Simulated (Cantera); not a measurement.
Input: 1 mol FeS2, 1.1 mol H2S, 5.2 mol CO2, held at 1100 °C and 570000 Pa.

Equilibrium computed with Cantera from the NASA thermochemical tables; the gas is ideal and each condensed phase is pure. Candidate condensed phases: C, C6H6, C7H8, C8H18, Fe, Fe(CO)5, FeO, Fe(OH)2, Fe(OH)3, FeS, FeSO4, FeS2, Fe2O3, Fe2(SO4)3, Fe3O4, H2O, H2SO4, S; 127 gas species. FeS: taken at fixed stoichiometry. The numbers say what is thermodynamically allowed, not how fast it happens.

Base state: CO2 0.599, CO 0.108, S2 0.105, H2O 0.0980, H2S 0.0469, COS 0.0192, SO2 0.0137, H2 0.00854 (mole fractions); condensed: FeS(s).

Q: What changes in the equilibrium state with this change: pressure from 570000 Pa to 8000 Pa?

A: 
```csv
species,before,after
CO2,0.599,0.519
CO,0.108,0.179
H2O,0.0980,0.116
H2S,0.0469,0.0132
COS,0.0192,0.00398
SO2,0.0137,0.0328
H2,0.00854,0.0194
S2,0.105,0.115
CS2,0.000147,7.23e-6
SO,0.000150,0.000693
S2O,0.00171,0.000979
"FeS(s), mol",1.00,1.000
```

Q: What changes in the equilibrium state with this change: H2S from 1.1 to 0.24 mol?

A: 
```tsv
species	before	after
CO2	0.599	0.758
CO	0.108	0.0825
S2	0.105	0.0740
H2O	0.0980	0.0303
H2S	0.0469	0.00740
SO2	0.0137	0.0313
COS	0.0192	0.0124
H2	0.00854	0.00160
CS2	0.000147	4.82e-5
SH	0.000279	0.000102
SO	0.000150	0.000209
S2O	0.00171	0.00199
FeS(s), mol	1.00	1.00
```
